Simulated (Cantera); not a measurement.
What does this Cantera script print?

```python
import numpy as np
import cantera as ct

gas_names = """
    Cu CuF CuF2 Cu2 F F2 H HF H2 H2F2 H3F3 H4F4 H5F5 H6F6 H7F7
""".split()
cond_names = """
    Cu(cr) Cu(L) CuF2(s) CuF2(L)
""".split()


# ... load() reads the species with a 1 bar reference pressure and builds the phases ...
atoms = {
    'Cu': {'Cu': 1},
    'HF': {'H': 1, 'F': 1},
    'H2': {'H': 2},
}
top_T = {}  # K; cautious upper limits of use, not melting points


# ... equilibrate(T, P, feed) seeds the gas with the atoms and calls Mixture.equilibrate('TP', solver="vcs", rtol=1e-11, max_steps=5000) ...
results = []
feed = {'Cu': 1, 'HF': 2.9, 'H2': 1.2}  # mol
P = 20000  # Pa
for T in [798, 848, 898, 948, 998, 1048, 1098, 1148, 1198, 1248, 1298, 1348, 1398]:
    mix = equilibrate(T, P, feed)
    results.append((T, P, feed, dict(zip(mix.species_names, mix.species_moles))))
    x = sorted(zip(gas.X, gas.species_names), reverse=True)
    print(f"T = {T:g} K  P = {P:g} Pa  gas = {mix.phase_moles(0):.4g} mol")
    print("   x: " + "  ".join(f"{s} {v:.3e}" for v, s in x if v > 0.0001))
    print("   condensed (mol): " + ("  ".join(f"{mix.phase(i).name} {mix.phase_moles(i):.4g}"
          for i in range(1, mix.n_phases) if mix.phase_moles(i) > 1e-12) or "none"))
```

Output:

```
T = 798 K  P = 20000 Pa  gas = 4.1 mol
   x: HF 7.073e-01  H2 2.927e-01
   condensed (mol): Cu(cr) 1
T = 848 K  P = 20000 Pa  gas = 4.1 mol
   x: HF 7.073e-01  H2 2.927e-01
   condensed (mol): Cu(cr) 1
T = 898 K  P = 20000 Pa  gas = 4.1 mol
   x: HF 7.073e-01  H2 2.927e-01
   condensed (mol): Cu(cr) 1
T = 948 K  P = 20000 Pa  gas = 4.1 mol
   x: HF 7.073e-01  H2 2.927e-01
   condensed (mol): Cu(cr) 1
T = 998 K  P = 20000 Pa  gas = 4.1 mol
   x: HF 7.073e-01  H2 2.927e-01
   condensed (mol): Cu(cr) 1
T = 1048 K  P = 20000 Pa  gas = 4.1 mol
   x: HF 7.073e-01  H2 2.927e-01
   condensed (mol): Cu(cr) 1
T = 1098 K  P = 20000 Pa  gas = 4.1 mol
   x: HF 7.073e-01  H2 2.927e-01
   condensed (mol): Cu(cr) 1
T = 1148 K  P = 20000 Pa  gas = 4.1 mol
   x: HF 7.073e-01  H2 2.927e-01
   condensed (mol): Cu(cr) 1
T = 1198 K  P = 20000 Pa  gas = 4.1 mol
   x: HF 7.073e-01  H2 2.927e-01
   condensed (mol): Cu(cr) 1
T = 1248 K  P = 20000 Pa  gas = 4.1 mol
   x: HF 7.073e-01  H2 2.927e-01
   condensed (mol): Cu(cr) 1
T = 1298 K  P = 20000 Pa  gas = 4.1 mol
   x: HF 7.073e-01  H2 2.927e-01
   condensed (mol): Cu(cr) 1
T = 1348 K  P = 20000 Pa  gas = 4.1 mol
   x: HF 7.073e-01  H2 2.927e-01
   condensed (mol): Cu(cr) 1
T = 1398 K  P = 20000 Pa  gas = 4.1 mol
   x: HF 7.073e-01  H2 2.927e-01
   condensed (mol): Cu(L) 0.9999
```

These are equilibrium values from Cantera (NASA tables, ideal gas, pure condensed phases), not measurements of a reactor.
